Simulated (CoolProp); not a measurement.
Vinyl chloride at several states: density (kg/m³) from the reference equation and from simpler models built on Tc = 425.0 K, pc = 5.600 MPa, ω = 0.160; each cubic takes its own stable root.

The numbers come from the reference Helmholtz-energy equation of state, Thol 2022 in CoolProp.

```
T (K)  p (MPa)   phase  reference
-----  -------  ------  ---------
251.5    0.334  liquid      984.2
278.1    0.486  liquid      936.9
271.5    0.104     gas      2.955
360.1   0.0424     gas     0.8888
135.7    0.428  liquid       1196
```

Problem. How far does each simpler model (van der Waals, Redlich-Kwong, Soave-Redlich-Kwong, Peng-Robinson) lie from the reference over these 5 states: mean and median of the absolute difference, and the worst?

Solution. 
- van der Waals: mean 47.8 %, median 40.7 %, worst -98.9 % at 251.5 K and 0.334 MPa
- Redlich-Kwong: mean 5.7 %, median 8.0 %, worst -11.7 % at 135.7 K and 0.428 MPa
- Soave-Redlich-Kwong: mean 5.1 %, median 6.7 %, worst -11.9 % at 135.7 K and 0.428 MPa
- Peng-Robinson: mean 2.4 %, median 1.3 %, worst +5.6 % at 278.1 K and 0.486 MPa

At some of these states van der Waals gives the other phase, because its saturation line lies elsewhere.
